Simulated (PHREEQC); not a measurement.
Arsenic or selenium liquor: an equilibrium model

A solution holds 17 mmol/kgw Na2SeO3 and 2.4 mmol/kgw H3PO4, at 25 °C. Closed to the air; pH follows from the charge balance.

Model: ion-association model, wateq4f.dat, run in PHREEQC.

No solid was allowed to form.

Question: Estimate the pH.

Answer: pH 8.66.

Question: In which forms is Se present?

Answer: SeO3-2 72 %, HSeO3- 28 % of the Se.

H3PO4, which wateq4f.dat lacks, is added to it with the constant of phreeqc.dat.
